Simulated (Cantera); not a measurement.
An adiabatic, constant-pressure homogeneous reactor starts with CH4 : CO : O2 : N2 : CO2 = 1 : 0.043 : 0.879 : 3.6 : 0.7 (molar parts), equivalence ratio 2.3, at 1675 K and 1130 Torr. Integrator tolerance rtol = 1e-08.

Computed with Cantera and GRI-Mech 3.0 (53 species, 325 reactions).

```tsv
quantity	before	after
time of steepest temperature rise	0.311 ms	0.609 ms
temperature at 4.00 s	2359 K	1686 K
equilibrium temperature	2359 K	1678 K
x(CH4) at 4.00 s	2.65e-11 (gas-phase equilibrium 2.97e-11)	0.00104 (gas-phase equilibrium 3.84e-8)
x(CO) at 4.00 s	0.193 (gas-phase equilibrium 0.193)	0.214 (gas-phase equilibrium 0.216)
x(O2) at 4.00 s	9.72e-6 (gas-phase equilibrium 9.72e-6)	2.38e-11 (gas-phase equilibrium 1.93e-11)
x(C2H4) at 4.00 s	<1e-12 (gas-phase equilibrium <1e-12)	7.01e-6 (gas-phase equilibrium <1e-12)
x(C2H2) at 4.00 s	<1e-12 (gas-phase equilibrium <1e-12)	0.000421 (gas-phase equilibrium 3.33e-12)
x(H2O) at 4.00 s	0.153 (gas-phase equilibrium 0.153)	0.0699 (gas-phase equilibrium 0.0682)
x(OH) at 4.00 s	0.000838 (gas-phase equilibrium 0.000838)	8.18e-7 (gas-phase equilibrium 7.26e-7)
```

Task: What was changed between the two runs?
A. CH4 1 to 2.9 parts
B. O2 0.879 to 0.48 parts
C. pressure from 1130 Torr to 2480 Torr
D. pressure from 1130 Torr to 7500 Torr

Result: B, O2 0.879 to 0.48 parts
